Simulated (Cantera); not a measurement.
Feed: 1 mol SiH2Cl2, 4.6 mol NH3, at 1975 K and 0.00170 bar.

Method: chemical equilibrium by Gibbs-energy minimisation in Cantera with the NASA 1993 tables (ideal gas, pure condensed phases). Candidate condensed phases: NH4Cl, Si, Si3N4; 28 gas species. The tables' values for SiCl, SiN, SiCl3 are old estimates; treat these amounts as uncertain. Gases not in the tables: Si2H6 and higher silanes. Rates play no part.

Base state: H2 0.620, N2 0.198, HCl 0.0946, SiCl2 0.0356, H 0.0261, Si 0.0190, SiCl 0.00316, Cl 0.00298 (mole fractions); condensed: Si(l).

Task: What changes in the equilibrium state with this change: NH3 from 4.6 to 0.13 mol?

Result: 
| species | before | after |
|---|---|---|
| H2 | 0.620 | 0.388 |
| SiCl2 | 0.0356 | 0.305 |
| HCl | 0.0946 | 0.219 |
| N2 | 0.198 | 0.0276 |
| H | 0.0261 | 0.0207 |
| Si | 0.0190 | 0.0190 |
| SiCl3 | 4.44e-5 | 0.00111 |
| SiCl | 0.00316 | 0.00926 |
| Cl | 0.00298 | 0.00872 |
| Si2N | 0.000130 | 4.84e-5 |
| Si(l), mol | 0.312 | 0.211 |
The tables' values for SiCl, SiCl3, SiN are old estimates; treat these amounts as uncertain.

Task: What changes in the equilibrium state with this change: temperature from 1975 K to 1575 K?

Result: 
| species | before | after |
|---|---|---|
| H2 | 0.620 | 0.677 |
| N2 | 0.198 | 0.178 |
| HCl | 0.0946 | 0.104 |
| H | 0.0261 | 0.000830 |
| Si | 0.0190 | 2.50e-5 |
| SiCl2 | 0.0356 | 0.0399 |
| Si3 | 4.03e-5 | 6.13e-9 |
| Si2 | 0.000185 | 3.95e-8 |
| Si2N | 0.000130 | 5.00e-7 |
| Si(l), mol | 0.312 | 0 |
| Si3N4(s), mol | 0 | 0.188 |
The tables' values for SiCl3, SiCl are old estimates; treat these amounts as uncertain.
